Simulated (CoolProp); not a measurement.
Vapour-liquid equilibrium of R227EA (1) + isobutene (2) at 60.25 °C; x and y are mole fractions of (1).

Values from CoolProp's multi-fluid Helmholtz-energy mixture model, Lemmon 2016 and Lemmon 2005; pair parameters Bell 2016.

Question: Give the bubble pressure and the first vapour's composition at x = 0.35, 0.5, 0.95. Is there an azeotrope?

Answer: x = 0.35: 11.65 bar, y = 0.466; x = 0.5: 12.24 bar, y = 0.564; x = 0.95: 12.07 bar, y = 0.938. y crosses x between x = 0.65 and 0.8: the model has an azeotrope there.

The pair parameters rest on a limited set of measurements; away from them the model extrapolates.
